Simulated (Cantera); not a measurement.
Input: 1 mol SiCl₄, 0.011 mol C₃H₈, 57 mol H₂, 0.26 mol C₂H₂, held at 2548.15 K and 0.100 bar.

Cantera equilibrium calculation (NASA polynomials, part measured and part estimated; ideal gas, pure solids and liquids). Candidate condensed phases: C, C₆H₆, C₇H₈, C₈H₁₈, Si, SiC; 109 gas species. The tables' values for SiCl are old estimates; treat these amounts as uncertain. Gases not in the tables: Si₂H₆ and higher silanes. The numbers say what is thermodynamically allowed, not how fast it happens.

Question: What is the equilibrium state?

Answer: 
- x(H₂): 0.832
- x(H): 0.0892
- x(HCl): 0.0565
- x(Si): 0.0110
- x(Cl): 0.00427
- x(C₂H₂ (acetylene)): 0.00311
- x(SiC₂): 0.000928
- x(SiCl₂): 0.000889
- x(SiCl): 0.000802
- gas amount: 63.10 mol
- log10 activity of C(graphite) (absent): -0.27
- log10 activity of Si(l) (absent): -0.79
